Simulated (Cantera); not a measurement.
Thermodynamics of carbon deposition, reforming and gasification, feed C6H6 + O2 + CO2

Input: 1 mol C6H6, 0.15 mol O2, 0.024 mol CO2, at 1098 K and 32000 Pa.

Equilibrium computed with Cantera from the NASA thermochemical tables; the gas is ideal and each condensed phase is pure. Candidate condensed phases: C, C6H6, C7H8, C8H18, H2O; 110 gas species. Equilibrium is a limit: real reactors are often held back by kinetics, nucleation or transport.

```json
{
  "x(H2)": "0.886",
  "x(CO)": "0.102",
  "x(CH4)": "0.00918",
  "x(H2O)": "0.00266",
  "x(CO2)": "0.000304",
  "n(C(graphite))": "5.66 mol",
  "gas_amount": "3.308 mol"
}
```
